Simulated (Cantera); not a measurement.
Charge: 1 mol V2O3, 19 mol H2, 10 mol N2, at 1748.15 K and 13.0 mbar.

Equilibrium computed with Cantera from the NASA thermochemical tables; the gas is ideal and each condensed phase is pure. Candidate condensed phases: H2O, V, VN, VO, V2O3, V2O4, V2O5; 28 gas species. Mutual solubility and eutectic melting of coexisting phases are not modelled. VO: taken at fixed stoichiometry. Condensed phases not in the tables: the oxides between V2O3 and V2O5 other than VO2. Equilibrium is a limit: real reactors are often held back by kinetics, nucleation or transport.

Base state: H2 0.646, N2 0.345, H2O 0.00769, H 0.00161, VO2 1.16e-5 (mole fractions); condensed: VO(s) + V2O3(s).

Problem. What changes in the equilibrium state with this change: temperature from 1748.15 K to 1475 K?

Solution. 
| species | before | after |
|---|---|---|
| H2 | 0.646 | 0.653 |
| N2 | 0.345 | 0.345 |
| H2O | 0.00769 | 0.00207 |
| H | 0.00161 | 9.19e-5 |
| VO2 | 1.16e-5 | 1.45e-8 |
| VO(s), mol | 0.447 | 0.120 |
| V2O3(s), mol | 0.776 | 0.940 |
